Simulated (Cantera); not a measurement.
Feed: 1 mol Fe2O3, 0.78 mol C, 10 mol N2, equilibrated at 338 Torr.

These are equilibrium values from Cantera (NASA tables, ideal gas, pure condensed phases), not measurements of a reactor. Candidate condensed phases: C, Fe, Fe(CO)5, FeO, Fe2O3, Fe3O4; 27 gas species. The tables' stoichiometric FeO is somewhat more stable than real wüstite, so its field is too wide. FeO: taken at fixed stoichiometry. Equilibrium is a limit: real reactors are often held back by kinetics, nucleation or transport. All values below are at 1825 K.

Base state: N2 0.928, CO 0.0519, CO2 0.0204, Fe 2.75e-5 (mole fractions); condensed: FeO(l).

Q: What changes in the equilibrium state with this change: C from 0.78 to 1.7 mol?

A: 
| species | before | after |
|---|---|---|
| N2 | 0.928 | 0.855 |
| CO | 0.0519 | 0.130 |
| CO2 | 0.0204 | 0.0151 |
| Fe | 2.75e-5 | 9.30e-5 |
| FeO(l), mol | 2.00 | 1.12 |
| Fe(l), mol | 0 | 0.876 |
Each liquid is taken as pure. Mutual solubility and eutectic melting of coexisting phases are not modelled.
